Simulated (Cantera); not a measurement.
Feed: 1 mol Al, 4.6 mol HCl, 640 mol H2, equilibrated at 1175 K and 1.00 bar.

Method: chemical equilibrium by Gibbs-energy minimisation in Cantera with the NASA 1993 tables (ideal gas, pure condensed phases). Candidate condensed phases: Al, AlCl3; 12 gas species. The tables' values for AlCl2 are old estimates; treat these amounts as uncertain. Kinetics and transport are ignored.

Base state: H2 0.996, HCl 0.00251, AlCl3 0.00153, AlCl2 1.43e-5 (mole fractions); condensed: gas only.

Q: What changes in the equilibrium state with this change: temperature from 1175 K to 1900 K?

A: 
```tsv
species	before	after
H2	0.996	0.992
HCl	0.00251	0.00552
AlCl	5.00e-6	0.00149
AlCl3	0.00153	4.53e-6
H	1.22e-7	0.000790
AlCl2	1.43e-5	5.29e-5
```
